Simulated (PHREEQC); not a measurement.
A solution holds 0.12 mol H3PO4 per kg of water, at 54 °C. Closed to the air; pH follows from the charge balance.

Model: ion-association model, phreeqc.dat, run in PHREEQC.

Precipitation was switched off in this run.

Problem. What pH does the model give?

Solution. pH 1.66.

Problem. In which forms is P present?

Solution. H3PO4 79 %, H2PO4- 21 % of the P.

Constants without temperature data keep their 25 °C values here.
